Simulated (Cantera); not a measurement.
## Hydrocarbon pyrolysis for carbon deposition

A perfectly stirred reactor is fed with 23.8 % C2H6, 76.2 % N2, at 1.01 bar; it is held at 1948 K, and followed from long to short residence time.

Detailed kinetics in Cantera: GRI-Mech 3.0 (53 species, 325 reactions). GRI-Mech 3.0 stops at C3 and has no aromatics, soot or wall deposition, so with more carbon than oxygen in the feed, carbon stays in small species such as C2H2 where larger ones or solid carbon would form.

```tsv
τ (s)	x C2H6	x CH2	x HCN	x CH4	x H	x H2	x C2H
17	1.52e-7	1.72e-7	0.00173	0.00173	0.000640	0.320	4.97e-6
4.3	3.17e-7	2.19e-7	0.000570	0.00220	0.000641	0.319	5.00e-6
1.1	9.59e-7	3.47e-7	0.000226	0.00344	0.000645	0.318	5.05e-6
0.30	3.23e-6	6.17e-7	0.000107	0.00593	0.000655	0.315	5.14e-6
0.077	1.20e-5	1.20e-6	5.28e-5	0.0107	0.000677	0.309	5.36e-6
0.020	4.41e-5	2.38e-6	2.90e-5	0.0185	0.000724	0.299	5.80e-6
0.0052	0.000157	4.82e-6	1.79e-5	0.0297	0.000811	0.285	6.62e-6
0.0014	0.000527	9.63e-6	1.20e-5	0.0435	0.000946	0.265	7.90e-6
```
x: mole fraction; the columns are a selection and need not sum to one.
